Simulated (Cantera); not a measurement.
Feed: 1 mol CH₄, a varied amount of CO₂, 82 mol H₂, equilibrated at 1075 K and 0.00133 bar.

Cantera equilibrium calculation (NASA polynomials, part measured and part estimated; ideal gas, pure solids and liquids). Candidate condensed phases: C, C₆H₆, C₇H₈, C₈H₁₈, H₂O; 110 gas species. Rates play no part.

### Question
Which condensed phases are stable at each of these points (n(CO₂) (mol)): 0.39, 0.48, 0.59, 0.73, 0.9, 1.1, 1.4, 1.7, 2, 2.5?

### Answer
```
n(CO₂) (mol)  condensed phases  C condensed (%)
------------  ----------------  ---------------
0.39               C(graphite)             43.5
0.48               C(graphite)             34.8
0.59               C(graphite)             25.5
0.73               C(graphite)             15.3
0.9                C(graphite)              5.0
1.1                   gas only              0.0
1.4                   gas only              0.0
1.7                   gas only              0.0
2                     gas only              0.0
2.5                   gas only              0.0
```

From 0.39 mol CO₂ to 0.9 mol CO₂ the condensed part is C(graphite). From 1.1 mol CO₂ to 2.5 mol CO₂ nothing is condensed.
